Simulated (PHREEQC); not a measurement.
Make-up at 72 °C: 0.0019 mol Ca(OH)2 and 0.0014 mol Na2SeO3 per kg of water. Closed to the air; pH follows from the charge balance.

All values are PHREEQC results (ion-association model, wateq4f.dat), not measurements.

This is a speciation only: nothing precipitates in the calculation.

Predict the pH, ionic strength.

pH 10.30; ionic strength 0.00988 mol/kgw.

In which forms is Se present?

SeO3-2 99 %, HSeO3- 1.1 % of the Se.

At this temperature some constants are extrapolated from 25 °C, and those without enthalpy data are left unchanged.
